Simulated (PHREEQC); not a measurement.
Dissolve 0.22 mol HF, 0.015 mol NH4HF2 and 0.00068 mol HCl per kg of water at 25 °C. Closed to the air; pH follows from the charge balance.

Model: ion-association model, wateq4f.dat, run in PHREEQC.

| quantity | before | after |
|---|---|---|
| pH | 2.16 | 2.04 |
| ionic strength (mol/kgw) | 0.0228 | 0.0253 |
| HF (mol/kgw) | 0.131 | 0.172 |
| H2F2 (mol/kgw) | 0.0448 | 0.0770 |
| F- (mol/kgw) | 0.0147 | 0.0148 |
| HF2- (mol/kgw) | 0.00743 | 0.00981 |

**Question.** Name the change that produced these shifts.
A. HF from 0.22 to 0.33 mol/kgw
B. 0.023 mol/kgw Na2SO4 added
C. temperature from 25 to 30 °C

**Answer.** A, HF from 0.22 to 0.33 mol/kgw

This is a speciation only: nothing precipitates in the calculation. wateq4f.dat counts part of the HF as a dimer, H2F2, which phreeqc.dat doesn't know; its constant is uncertain.
